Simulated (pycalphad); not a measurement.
CALPHAD calculation (pycalphad, COST 507 light-alloy database (1999)), 1 atm. These are 1990s assessments: newer ones move some temperatures and phases. Phase fractions are per mole of atoms.

Q: Give the equilibrium state of Mg-3.66Al-5.68Si (at.%) at 950 K.

A: LIQUID, fraction 0.888, with 4.1 Al, 2.2 Si at.%; MG2SI, fraction 0.112, with no Al, 33.3 Si at.%.

Q: Give the equilibrium state of Mg-3.66Al-5.68Si (at.%) at 600 K.

A: HCP_A3, fraction 0.830, with 4.4 Al, <0.01 Si at.%; MG2SI, fraction 0.170, with no Al, 33.3 Si at.%.

Database names, with the compositions (at.%) that they take in these runs: MG2SI: Mg 67 Si 33. HCP_A3 is hcp. An entry "none" or "no" means that the model of the phase leaves that element out.
